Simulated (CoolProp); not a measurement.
A simple Rankine cycle with cyclopentane: condensing at 331.15 K, boiler at 0.818 MPa, turbine inlet 419.3 K, turbine efficiency 0.7, pump efficiency 0.7, no recuperator. Each further row changes one setting.

Model: reference Helmholtz-energy equation of state, Gedanitz 2015, in CoolProp.

```tsv
case	thermal efficiency (%)	net work (kJ/kg)	heat in (kJ/kg)	turbine exit temperature (K)	volume ratio over the turbine
as stated	10.5	52.9	504	376.6	6.16
turbine inlet 439.3 K	10.4	56.6	543	398.1	6.09
condensing temperature 323.15 K	11.6	60.2	519	371.4	7.88
boiler pressure 0.573 MPa	8.7	44.4	511	386.6	4.22
turbine efficiency 0.6	9.0	45.2	504	381.4	6.24
```
